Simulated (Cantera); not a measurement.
Low-pressure radical oxidation in H2/O2

An isothermal, constant-pressure homogeneous reactor starts with H₂ : O₂ = 0.017 : 1 (molar parts), equivalence ratio 0.0085, at 1298 K and 0.0133 bar.

Cantera simulation using GRI-Mech 3.0 (53 species, 325 reactions); the numbers are that mechanism's predictions, not measurements. Radical loss at walls, strong at low pressure, is not modelled.

```csv
t (s),x H₂,x O₂,x H₂O₂,x HO₂,x H
1.00e-5,0.0167,0.983,<1e-12,8.37e-10,7.07e-10
4.78e-5,0.0167,0.983,<1e-12,4.00e-9,2.11e-9
0.000229,0.0167,0.983,6.45e-12,1.92e-8,6.19e-9
0.00109,0.0167,0.983,1.38e-10,9.34e-8,2.14e-7
0.00524,0.000360,0.968,3.92e-8,1.17e-6,0.00116
0.0250,9.92e-5,0.970,2.44e-8,9.38e-7,0.000787
0.120,6.20e-5,0.975,2.23e-8,7.56e-7,0.000379
0.573,1.47e-5,0.981,1.41e-8,3.49e-7,4.22e-5
2.74,1.30e-6,0.983,3.95e-9,6.78e-8,1.10e-6
13.1,1.07e-7,0.983,6.20e-10,1.34e-8,2.62e-8
62.7,1.68e-8,0.983,1.31e-10,1.46e-8,1.63e-9
300,1.24e-8,0.983,1.04e-10,1.63e-8,1.04e-9
```
x: mole fraction; the columns are a selection and need not sum to one.

Equilibrium at this temperature and pressure: H₂ 1.24e-8, O₂ 0.983, H₂O₂ 1.04e-10, HO₂ 1.63e-8, H 1.04e-9 (gas phase only).
